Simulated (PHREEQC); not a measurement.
A solution holds 0.041 mol H2SO4 and 1.6e-06 mol H4SiO4 per kg of water, at 20 °C. Closed to the air; pH follows from the charge balance.

All values are PHREEQC results (ion-association model, wateq4f.dat), not measurements.

Precipitation was switched off in this run.

### Question
Estimate the pH, ionic strength.

### Answer
pH 1.34; ionic strength 0.0673 mol/kgw.

### Question
In which forms is S present?

### Answer
HSO4- 68 %, SO4-2 32 % of the S.

Species that the database lacks are ignored.
